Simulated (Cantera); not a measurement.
## Formation from one mole of Cl2

Cantera with NASA thermochemical tables; ideal gases at 1 bar, condensed phases pure. Values are per mole of reaction as written; species without (g) are pure solids or liquids, kept so even where they would boil at 1 bar.

2 K + Cl2(g) ⇌ 2 KCl(g)

```
T (K)  ΔH° (kJ)  ΔS° (J/K)  ΔG° (kJ)  log10 K  condensed phases
-----  --------  ---------  --------  -------  ----------------
300      -429.4      125.6    -467.1    81.33              K(s)
575      -440.5       96.6    -496.0    45.06              K(l)
600      -441.0       95.6    -498.4    43.39              K(l)
625      -441.6       94.8    -500.8    41.85              K(l)
650      -442.1       93.9    -503.1    40.43              K(l)
675      -442.6       93.1    -505.5    39.12              K(l)
700      -443.2       92.4    -507.8    37.89              K(l)
725      -443.7       91.6    -510.1    36.75              K(l)
```

0.6667 Ti + Cl2(g) ⇌ 0.6667 TiCl3

| T (K) | ΔH° (kJ) | ΔS° (J/K) | ΔG° (kJ) | log10 K |
|---|---|---|---|---|
| 300 | -481.1 | -150.3 | -436.1 | 75.92 |
| 575 | -477.6 | -141.8 | -396.0 | 35.98 |
| 600 | -477.3 | -141.3 | -392.5 | 34.17 |
| 625 | -477.0 | -140.8 | -389.0 | 32.51 |
| 650 | -476.6 | -140.3 | -385.4 | 30.97 |
| 675 | -476.3 | -139.8 | -381.9 | 29.56 |
| 700 | -476.0 | -139.4 | -378.5 | 28.24 |
| 725 | -475.7 | -138.9 | -375.0 | 27.02 |

2 Al + Cl2(g) ⇌ 2 AlCl(g)

| T (K) | ΔH° (kJ) | ΔS° (J/K) | ΔG° (kJ) | log10 K |
|---|---|---|---|---|
| 300 | -103.0 | 176.2 | -155.8 | 27.13 |
| 575 | -107.3 | 166.0 | -202.8 | 18.42 |
| 600 | -107.8 | 165.2 | -206.9 | 18.01 |
| 625 | -108.3 | 164.4 | -211.0 | 17.64 |
| 650 | -108.8 | 163.6 | -215.1 | 17.29 |
| 675 | -109.3 | 162.9 | -219.2 | 16.96 |
| 700 | -109.8 | 162.1 | -223.3 | 16.66 |
| 725 | -110.3 | 161.4 | -227.3 | 16.38 |

0.6667 Ti + Cl2(g) ⇌ 0.6667 TiCl3(g)

```tsv
T (K)	ΔH° (kJ)	ΔS° (J/K)	ΔG° (kJ)	log10 K
300	-359.6	-32.3	-349.9	60.91
575	-359.7	-32.8	-340.9	30.96
600	-359.7	-32.8	-340.0	29.60
625	-359.7	-32.7	-339.2	28.35
650	-359.7	-32.7	-338.4	27.19
675	-359.7	-32.7	-337.6	26.12
700	-359.7	-32.7	-336.8	25.13
725	-359.7	-32.8	-336.0	24.20
```
